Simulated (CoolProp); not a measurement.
Values from CoolProp's reference Helmholtz-energy equation of state, Span 2000.

Question: For nitrogen, give the phase and the cp (kJ/(kg K)), Joule-Thomson coefficient (K/MPa), conductivity (mW/(m K)), Prandtl number at -113.85 °C and 0.101 MPa; -54.55 °C and 0.101 MPa.

Answer: 
- -113.85 °C and 0.101 MPa: gas; cp 1.05, Joule-Thomson coefficient 6.99, conductivity 14.8, Prandtl number 0.751
- -54.55 °C and 0.101 MPa: gas; cp 1.04, Joule-Thomson coefficient 3.98, conductivity 19.8, Prandtl number 0.732

Viscosity comes from a separate model (Lemmon 2004). Thermal conductivity comes from a separate model (Lemmon 2004).
